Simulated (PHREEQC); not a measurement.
Synthetic water in mg/L, 22 °C, pH 5.63, pe -2:

```csv
constituent,mg/L
Na,0.353
K,0.0286
Ca,0.466
Mg,0.0313
Cl,0.124
S(6) as SO4,0.746
Alkalinity as HCO3,1.35
Zn,0.00715
Si as SiO2,0.0101
```

Valence states are taken as typed.

All values are PHREEQC results (ion-association model, wateq4f.dat), not measurements.

The ionic strength is 6.47e-5 mol/kgw and the charge-balance error comes out as 1.1 %.

```tsv
species	molality	activity	log γ
CO2	0.000133	0.000133	0.000
HCO3-	2.45e-5	2.43e-5	-0.004
Na+	1.54e-5	1.52e-5	-0.004
Ca+2	1.16e-5	1.12e-5	-0.016
SO4-2	7.74e-6	7.46e-6	-0.016
Cl-	3.50e-6	3.46e-6	-0.004
H+	2.37e-6	2.34e-6	-0.004
```

This is a speciation only: nothing precipitates in the calculation. Complexes and solids missing from the database can't appear.
